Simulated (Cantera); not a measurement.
Input: 1 mol Fe(CO)5, a varied amount of N2, equilibrated at 1073.15 K and 75.0 Torr.

Cantera equilibrium calculation (NASA polynomials, part measured and part estimated; ideal gas, pure solids and liquids). Candidate condensed phases: C, Fe, Fe(CO)5, FeO, Fe2O3, Fe3O4; 27 gas species. Condensed phases not in the tables: cementite and carbon dissolved in iron. Rates play no part.

x: gas mole fraction; n: condensed amount in mol.

```
n(N2) (mol)   x N2   x CO     x CO2  n C(graphite)  n Fe(α)
-----------  -----  -----  --------  -------------  -------
1.5          0.233  0.759   0.00810         0.0522     1.00
2.3              …      …         …              …     1.00
3.4          0.407  0.588   0.00486         0.0406     1.00
5.1          0.507  0.490   0.00337         0.0339     1.00
7.7          0.608  0.390   0.00214         0.0271     1.00
11               …      …         …              …     1.00
17           0.773  0.226  0.000717         0.0158     1.00
26           0.839  0.161  0.000362         0.0112     1.00
38           0.884  0.116  0.000189        0.00811     1.00
```

Q: Complete the blanks.

A: 
- 11, x N2: 0.688
- 11, x CO: 0.310
- 11, x CO2: 0.00135
- 11, n C(graphite): 0.0216
- 2.3, x N2: 0.317
- 2.3, x CO: 0.676
- 2.3, x CO2: 0.00643
- 2.3, n C(graphite): 0.0466
